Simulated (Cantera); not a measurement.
An adiabatic, constant-pressure homogeneous reactor starts with CH₄ : C₂H₆ : C₃H₈ : O₂ : N₂ = 1 : 0.11 : 0.077 : 2.31 : 12 (molar parts), at 1775 K and 3.40 bar. Integrator tolerance rtol = 1e-08.

Model: GRI-Mech 3.0 (53 species, 325 reactions), integrated in Cantera.

Task: What does this change do: pressure from 3.40 bar to 0.320 bar?

Result: 
| quantity | before | after |
|---|---|---|
| time of steepest temperature rise | 15.2 µs | 94.6 µs |
| temperature at 1.00 s | 2843 K | 2679 K |
| equilibrium temperature | 2843 K | 2679 K |
| x(CH₄) at 1.00 s | <1e-12 (gas-phase equilibrium <1e-12) | <1e-12 (gas-phase equilibrium <1e-12) |
| x(C₂H₆) at 1.00 s | <1e-12 (gas-phase equilibrium <1e-12) | <1e-12 (gas-phase equilibrium <1e-12) |
| x(C₃H₈) at 1.00 s | <1e-12 (gas-phase equilibrium <1e-12) | <1e-12 (gas-phase equilibrium <1e-12) |
| x(O) at 1.00 s | 0.00248 (gas-phase equilibrium 0.00248) | 0.00548 (gas-phase equilibrium 0.00548) |
| x(NO) at 1.00 s | 0.00582 (gas-phase equilibrium 0.00582) | 0.00601 (gas-phase equilibrium 0.00601) |

Task: What does this change do: initial temperature 1775 to 1023 K?

Result: 
| quantity | before | after |
|---|---|---|
| time of steepest temperature rise | 15.2 µs | 32.0 ms |
| temperature at 1.00 s | 2843 K | 2398 K |
| equilibrium temperature | 2843 K | 2398 K |
| x(CH₄) at 1.00 s | <1e-12 (gas-phase equilibrium <1e-12) | <1e-12 (gas-phase equilibrium <1e-12) |
| x(C₂H₆) at 1.00 s | <1e-12 (gas-phase equilibrium <1e-12) | <1e-12 (gas-phase equilibrium <1e-12) |
| x(C₃H₈) at 1.00 s | <1e-12 (gas-phase equilibrium <1e-12) | <1e-12 (gas-phase equilibrium <1e-12) |
| x(O) at 1.00 s | 0.00248 (gas-phase equilibrium 0.00248) | 6.86e-5 (gas-phase equilibrium 6.86e-5) |
| x(NO) at 1.00 s | 0.00582 (gas-phase equilibrium 0.00582) | 0.000595 (gas-phase equilibrium 0.000595) |
